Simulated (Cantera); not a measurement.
A diamond (100) surface in a fixed gas of H2 with x(CH4) = 0.0048, x(H) = 0.0015, x(CH3) = 3e-05, 82.5 Torr; coverages are run to steady state.

Cantera simulation using the Harris–Goodwin 1993 mechanism for the reconstructed diamond (100) surface; the numbers are that mechanism's predictions, not measurements.

One state of this run: growth (µm/h) = 0.677; θ c6HH = 0.442; θ c6H* = 0.0402; θ c6*H = 0.490; θ c6** = 0.0272; θ c6HM = 0.000591. θ: site fractions in the mechanism's names (c6HH fully hydrogenated, c6H* and c6*H radical sites, c6** diradical, c6HM methylated).

Which value of T (K) does it belong to?
A. 1075
B. 975
C. 1375
D. 1225

D, 1225
